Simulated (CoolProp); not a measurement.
R113 along the isobar 9.63 bar: Z from the reference equation and from simpler models built on Tc = 487.2 K, pc = 33.92 bar, ω = 0.253; each cubic takes its own stable root.

The numbers come from the reference Helmholtz-energy equation of state, Marx 1992 in CoolProp.

```json
[
 {"T (K)": "318", "phase": "liquid", "reference": "0.04496", "van der Waals": "0.07294", "Redlich-Kwong": "0.04994"},
 {"T (K)": "336.2", "phase": "liquid", "reference": "0.04384", "van der Waals": "0.07116", "Redlich-Kwong": "0.04897"},
 {"T (K)": "354.4", "phase": "liquid", "reference": "0.04298", "van der Waals": "0.06993", "Redlich-Kwong": "0.04839"},
 {"T (K)": "372.6", "phase": "liquid", "reference": "0.04240", "van der Waals": "0.8073", "Redlich-Kwong": "0.04825"},
 {"T (K)": "390.8", "phase": "liquid", "reference": "0.04213", "van der Waals": "0.8325", "Redlich-Kwong": "0.04866"},
 {"T (K)": "409", "phase": "liquid", "reference": "0.04227", "van der Waals": "0.8529", "Redlich-Kwong": "0.8146"},
 {"T (K)": "427.2", "phase": "gas", "reference": "0.8279", "van der Waals": "0.8697", "Redlich-Kwong": "0.8404"},
 {"T (K)": "445.4", "phase": "gas", "reference": "0.8550", "van der Waals": "0.8838", "Redlich-Kwong": "0.8613"},
 {"T (K)": "463.6", "phase": "gas", "reference": "0.8760", "van der Waals": "0.8958", "Redlich-Kwong": "0.8784"},
 {"T (K)": "481.8", "phase": "gas", "reference": "0.8928", "van der Waals": "0.9061", "Redlich-Kwong": "0.8927"},
 {"T (K)": "500", "phase": "gas", "reference": "0.9067", "van der Waals": "0.9150", "Redlich-Kwong": "0.9047"}
]
```

At some of these states van der Waals, Redlich-Kwong gives the other phase, because its saturation line lies elsewhere.
